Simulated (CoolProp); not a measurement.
Properties of sulfur dioxide along the isobar 2.81 MPa (Tc = 430.6 K, pc = 7.887 MPa, ω = 0.256).

Computed with CoolProp (reference Helmholtz-energy equation of state, Gao 2016).

| T (K) | phase | Z | speed of sound (m/s) | fugacity coefficient |
|---|---|---|---|---|
| 254.8 | liquid | 0.05714 | 1074 | 0.02536 |
| 286.9 | liquid | 0.05379 | 939.4 | 0.09391 |
| 319.1 | liquid | 0.05174 | 799.1 | 0.2509 |
| 351.3 | liquid | 0.05117 | 644.3 | 0.5289 |
| 383.5 | gas | 0.7727 | 213.0 | 0.8163 |
| 415.6 | gas | 0.8419 | 233.0 | 0.8623 |
| 447.8 | gas | 0.8836 | 248.6 | 0.8941 |
| 480 | gas | 0.9115 | 261.8 | 0.9173 |
| 512.1 | gas | 0.9315 | 273.6 | 0.9347 |
